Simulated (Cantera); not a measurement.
Thermodynamics of silicon carbide growth, feed SiH2Cl2 + CH4 + H2

Feed: 1 mol SiH2Cl2, a varied amount of CH4, 36 mol H2, held at 2025 K and 4.80 mbar.

Cantera equilibrium calculation (NASA polynomials, part measured and part estimated; ideal gas, pure solids and liquids). Candidate condensed phases: C, C6H6, C7H8, C8H18, Si, SiC; 109 gas species. Mutual solubility and eutectic melting of coexisting phases are not modelled. The tables' values for SiCl are old estimates; treat these amounts as uncertain. Gases not in the tables: Si2H6 and higher silanes. Equilibrium is a limit: real reactors are often held back by kinetics, nucleation or transport.

At 0.013 mol CH4 the condensed part is Si(l). From 0.02 mol CH4 to 0.25 mol CH4 the condensed part is Si(l) + SiC(s). From 0.37 mol CH4 to 0.86 mol CH4 the condensed part is SiC(s). The main Si-bearing gas is Si throughout. The share of Si in condensed phases is highest at 0.86 mol CH4 (84.9 %) and lowest at 0.25 mol CH4 (25.0 %).

| n(CH4) (mol) | log p H2 | log p HCl | log p H | log p Si | log p SiCl2 | n Si(l) | n SiC(s) |
|---|---|---|---|---|---|---|---|
| 0.013 | -2.36 | -3.71 | -3.89 | -4.23 | -4.69 | 0.259 | 0 |
| 0.02 | -2.36 | -3.71 | -3.89 | -4.23 | -4.69 | 0.250 | 0.00517 |
| 0.03 | -2.36 | -3.71 | -3.89 | -4.23 | -4.69 | 0.240 | 0.0152 |
| 0.046 | -2.36 | -3.71 | -3.89 | -4.23 | -4.69 | 0.224 | 0.0312 |
| 0.07 | -2.36 | -3.71 | -3.89 | -4.23 | -4.69 | 0.199 | 0.0551 |
| 0.11 | -2.36 | -3.71 | -3.89 | -4.23 | -4.69 | 0.158 | 0.0951 |
| 0.16 | -2.36 | -3.71 | -3.89 | -4.23 | -4.70 | 0.107 | 0.145 |
| 0.25 | -2.36 | -3.71 | -3.89 | -4.23 | -4.70 | 0.0154 | 0.235 |
| 0.37 | -2.36 | -3.70 | -3.89 | -4.31 | -4.75 | 0 | 0.357 |
| 0.57 | -2.36 | -3.68 | -3.89 | -4.48 | -4.89 | 0 | 0.561 |
| 0.86 | -2.35 | -3.65 | -3.89 | -4.97 | -5.32 | 0 | 0.849 |
log p: log10 of the partial pressure in bar; n: condensed amount in mol.
